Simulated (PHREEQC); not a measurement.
Dissolve 0.019 mol/kgw KOH and 0.0029 mol/kgw CO2 at 15 °C. Closed to the air; pH follows from the charge balance.

All values are PHREEQC results (ion-association model, phreeqc.dat), not measurements.

The ionic strength comes out as 0.0219 mol/kgw. What activity coefficients do K+, CO3-2, OH-, HCO3- get?

K+ 0.86, CO3-2 0.58, OH- 0.86, HCO3- 0.87.

No solid was allowed to form.
